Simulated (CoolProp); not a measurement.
Saturation properties of CHF3 (R23).

Computed with CoolProp (reference Helmholtz-energy equation of state, Penoncello 2003).

| T (K) | p (MPa) | liquid cp (kJ/(kg K)) | surface tension (mN/m) |
|---|---|---|---|
| 165.2 | 0.01714 | 1.206 | 21.8 |
| 177.4 | 0.04263 | 1.218 | 19.5 |
| 189.6 | 0.09266 | 1.235 | 17.1 |
| 201.9 | 0.1818 | 1.259 | 14.8 |
| 214.1 | 0.3255 | 1.292 | 12.6 |
| 226.4 | 0.5457 | 1.338 | 10.3 |
| 238.6 | 0.8606 | 1.402 | 8.21 |
| 250.8 | 1.296 | 1.494 | 6.15 |
| 263.1 | 1.883 | 1.642 | 4.21 |

It boils at 191.1 K under 1 atm.

Surface tension comes from a separate correlation (Mulero 2012).
